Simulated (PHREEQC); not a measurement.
Consider water at 25 °C with 0.13 mol ZnSO4, 0.062 mol H3BO3, 0.00039 mol FeSO4 and 0.0042 mol LiF per kg of water. Closed to the air; pH follows from the charge balance.

The numbers come from PHREEQC with the ion-association model, wateq4f.dat.

This is a speciation only: nothing precipitates in the calculation.

### Question
Predict the pH, ionic strength.

### Answer
pH 5.75; ionic strength 0.253 mol/kgw.

### Question
In which forms is S present?

### Answer
ZnSO4 38 %, SO4-2 34 %, Zn(SO4)2-2 27 % of the S.

Species that the database lacks are ignored. Real BF4- forms and hydrolyses slowly; the run takes it at equilibrium. Fluoro complexes past AlF4- and FeF3 are missing from the database.
